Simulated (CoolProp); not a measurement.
Vapour-liquid equilibrium of cyclopentane (1) + octamethylcyclotetrasiloxane (D4) (2) at 0.722 bar; x and y are mole fractions of (1).

The numbers come from the multi-fluid Helmholtz-energy mixture model, Gedanitz 2015 and Thol 2015; pair parameters Bell 2016 in CoolProp.

| x | bubble temperature, mixture model (°C) | bubble temperature, Raoult's law (°C) | y, mixture model | y, Raoult's law |
|---|---|---|---|---|
| 0.05 | 145.3 | 134.0 | 0.414 | 0.600 |
| 0.2 | 104.6 | 91.2 | 0.878 | 0.933 |
| 0.35 | 80.6 | 71.9 | 0.965 | 0.978 |
| 0.5 | 65.5 | 60.2 | 0.988 | 0.991 |
| 0.65 | 54.9 | 52.0 | 0.995 | 0.996 |
| 0.8 | 46.9 | 45.7 | 0.999 | 0.998 |
| 0.95 | 40.9 | 40.8 | 1.000 | 1.000 |

The largest gap from Raoult's law is +13.4 K in bubble temperature, at x = 0.2. No azeotrope shows between x = 0.05 and 0.95.

The pair parameters rest on a limited set of measurements; away from them the model extrapolates.
